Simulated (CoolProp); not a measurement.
Vapour-liquid equilibrium of isobutane (1) + isobutene (2) at -48.05 °C; x and y are mole fractions of (1).

The numbers come from the multi-fluid Helmholtz-energy mixture model, Bücker 2006 and Lemmon 2005; pair parameters Bell 2016 in CoolProp.

```json
[
 {"x": "0.05", "bubble pressure (bar)": "0.1470", "y at the bubble point": "0.069", "dew pressure at overall composition x (bar)": "0.1462", "liquid density (mol/L)": "11.90"},
 {"x": "0.125", "bubble pressure (bar)": "0.1514", "y at the bubble point": "?", "dew pressure at overall composition x (bar)": "0.1495", "liquid density (mol/L)": "11.82"},
 {"x": "0.2", "bubble pressure (bar)": "0.1554", "y at the bubble point": "0.255", "dew pressure at overall composition x (bar)": "0.1529", "liquid density (mol/L)": "?"},
 {"x": "0.275", "bubble pressure (bar)": "0.1592", "y at the bubble point": "0.338", "dew pressure at overall composition x (bar)": "?", "liquid density (mol/L)": "11.64"},
 {"x": "0.35", "bubble pressure (bar)": "0.1628", "y at the bubble point": "0.417", "dew pressure at overall composition x (bar)": "0.1597", "liquid density (mol/L)": "11.56"},
 {"x": "0.425", "bubble pressure (bar)": "0.1662", "y at the bubble point": "0.492", "dew pressure at overall composition x (bar)": "0.1632", "liquid density (mol/L)": "11.48"},
 {"x": "0.5", "bubble pressure (bar)": "0.1694", "y at the bubble point": "0.564", "dew pressure at overall composition x (bar)": "0.1666", "liquid density (mol/L)": "11.39"},
 {"x": "0.575", "bubble pressure (bar)": "?", "y at the bubble point": "0.633", "dew pressure at overall composition x (bar)": "0.1699", "liquid density (mol/L)": "11.31"},
 {"x": "0.65", "bubble pressure (bar)": "0.1754", "y at the bubble point": "0.700", "dew pressure at overall composition x (bar)": "0.1732", "liquid density (mol/L)": "11.23"},
 {"x": "0.725", "bubble pressure (bar)": "0.1782", "y at the bubble point": "0.766", "dew pressure at overall composition x (bar)": "0.1764", "liquid density (mol/L)": "11.16"},
 {"x": "0.8", "bubble pressure (bar)": "0.1808", "y at the bubble point": "0.831", "dew pressure at overall composition x (bar)": "0.1796", "liquid density (mol/L)": "?"},
 {"x": "0.875", "bubble pressure (bar)": "0.1833", "y at the bubble point": "?", "dew pressure at overall composition x (bar)": "?", "liquid density (mol/L)": "11.00"},
 {"x": "0.95", "bubble pressure (bar)": "0.1857", "y at the bubble point": "?", "dew pressure at overall composition x (bar)": "0.1854", "liquid density (mol/L)": "10.93"}
]
```

Problem. Some entries are withheld; supply them.

Solution. 
- 0.125, y at the bubble point: 0.166
- 0.2, liquid density (mol/L): 11.73
- 0.275, dew pressure at overall composition x (bar): 0.1563
- 0.575, bubble pressure (bar): 0.1725
- 0.8, liquid density (mol/L): 11.08
- 0.875, y at the bubble point: 0.895
- 0.875, dew pressure at overall composition x (bar): 0.1826
- 0.95, y at the bubble point: 0.958

No azeotrope shows between x = 0.05 and 0.95.

The pair parameters rest on a limited set of measurements; away from them the model extrapolates.
